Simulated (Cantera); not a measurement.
An isothermal, constant-pressure homogeneous reactor starts with 3.33 % C3H8, 96.7 % H2, at 1075 K and 0.0267 bar.

Model: GRI-Mech 3.0 (53 species, 325 reactions), integrated in Cantera. GRI-Mech 3.0 was tuned for natural gas; its chemistry of propane as a main component is partial and can be far from experiment. GRI-Mech 3.0 stops at C3 and has no aromatics, soot or wall deposition, so with more carbon than oxygen in the feed, carbon stays in small species such as C2H2 where larger ones or solid carbon would form. Radical loss at walls, strong at low pressure, is not modelled.

x: mole fraction; the columns are a selection and need not sum to one.

```json
[
 {"t (s)": "0.000300", "x C3H8": "0.0333", "x H2": "0.967", "x CH3": "6.08e-7", "x H": "?", "x C2H2": "<1e-12", "x CH4": "4.57e-7"},
 {"t (s)": "0.000725", "x C3H8": "0.0333", "x H2": "0.967", "x CH3": "1.77e-6", "x H": "?", "x C2H2": "1.07e-12", "x CH4": "3.15e-6"},
 {"t (s)": "0.00175", "x C3H8": "0.0333", "x H2": "0.967", "x CH3": "4.80e-6", "x H": "?", "x C2H2": "4.30e-11", "x CH4": "2.14e-5"},
 {"t (s)": "0.00424", "x C3H8": "0.0332", "x H2": "0.967", "x CH3": "1.20e-5", "x H": "?", "x C2H2": "1.55e-9", "x CH4": "0.000135"},
 {"t (s)": "0.0103", "x C3H8": "0.0325", "x H2": "0.966", "x CH3": "2.64e-5", "x H": "?", "x C2H2": "4.95e-8", "x CH4": "0.000770"},
 {"t (s)": "0.0248", "x C3H8": "0.0296", "x H2": "0.963", "x CH3": "4.11e-5", "x H": "?", "x C2H2": "1.11e-6", "x CH4": "0.00354"},
 {"t (s)": "0.0599", "x C3H8": "0.0219", "x H2": "0.956", "x CH3": "3.82e-5", "x H": "1.06e-5", "x C2H2": "1.27e-5", "x CH4": "0.0109"},
 {"t (s)": "0.145", "x C3H8": "0.00979", "x H2": "0.945", "x CH3": "2.32e-5", "x H": "?", "x C2H2": "8.50e-5", "x CH4": "0.0228"},
 {"t (s)": "0.350", "x C3H8": "0.00172", "x H2": "0.937", "x CH3": "7.36e-6", "x H": "?", "x C2H2": "0.000322", "x CH4": "0.0310"},
 {"t (s)": "0.847", "x C3H8": "0.000206", "x H2": "0.935", "x CH3": "2.33e-6", "x H": "?", "x C2H2": "0.000632", "x CH4": "0.0329"},
 {"t (s)": "2.05", "x C3H8": "2.09e-5", "x H2": "0.935", "x CH3": "1.13e-6", "x H": "?", "x C2H2": "0.000953", "x CH4": "0.0333"},
 {"t (s)": "4.95", "x C3H8": "7.58e-7", "x H2": "0.935", "x CH3": "9.59e-7", "x H": "1.46e-6", "x C2H2": "0.00144", "x CH4": "0.0335"},
 {"t (s)": "12.0", "x C3H8": "2.88e-7", "x H2": "0.935", "x CH3": "9.60e-7", "x H": "1.44e-6", "x C2H2": "0.00245", "x CH4": "0.0340"},
 {"t (s)": "29.0", "x C3H8": "2.64e-7", "x H2": "0.934", "x CH3": "9.58e-7", "x H": "1.39e-6", "x C2H2": "0.00426", "x CH4": "0.0352"},
 {"t (s)": "70.0", "x C3H8": "2.30e-7", "x H2": "0.933", "x CH3": "9.57e-7", "x H": "1.31e-6", "x C2H2": "0.00646", "x CH4": "0.0374"}
]
```

Some entries are withheld; supply them.


- 0.000300, x H: 1.43e-7
- 0.000725, x H: 3.84e-7
- 0.00175, x H: 9.78e-7
- 0.00424, x H: 2.38e-6
- 0.0103, x H: 5.28e-6
- 0.0248, x H: 8.88e-6
- 0.145, x H: 1.15e-5
- 0.350, x H: 8.07e-6
- 0.847, x H: 3.38e-6
- 2.05, x H: 1.72e-6
